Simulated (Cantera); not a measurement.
An isothermal plug-flow reactor at 700 K and 1.01 bar (inlet), inlet velocity 0.58 m/s, active area per volume 170 1/m; feed CO : O₂ : N₂ : H₂O = 0.01 : 0.03 : 0.79 : 0.0099 (molar parts), equivalence ratio 0.17.

Detailed kinetics in Cantera: Deutschmann's 1995 Pt surface mechanism with GRI-Mech 3.0 gas chemistry. Catalytic surfaces can have several steady states; this one follows from the mechanism file's or the stated starting coverage. Mass transfer to the wall is taken as infinitely fast.

One state of this run: x CO = 0.0104; x O₂ = 0.0350; x H₂O = 0.0118; x CO₂ = 0.00147; θ free Pt = 0.0489; θ O* = 0.00693; θ OH* = 0.000393; θ CO* = 0.944. x: gas mole fraction; θ: surface coverage.

**Question.** Which value of z (m) does it belong to?
A. 0.077
B. 0.036
C. 0.0036
D. 0.0077

**Answer.** C, 0.0036
